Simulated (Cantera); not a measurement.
Input: 1 mol CHF3, a varied amount of CH4, held at 1527 °C and 10.0 mbar.

These are equilibrium values from Cantera (NASA tables, ideal gas, pure condensed phases), not measurements of a reactor. Candidate condensed phases: C, C6H6, C7H8, C8H18; 95 gas species. Equilibrium is a limit: real reactors are often held back by kinetics, nucleation or transport.

Question: At 1.1 mol CH4, list the 4 most abundant gas species with their mole fractions, and the condensed phases.

Answer: HF 0.714, H2 0.284, H 0.00191, C2H2 (acetylene) 4.99e-5. Condensed: C(graphite).
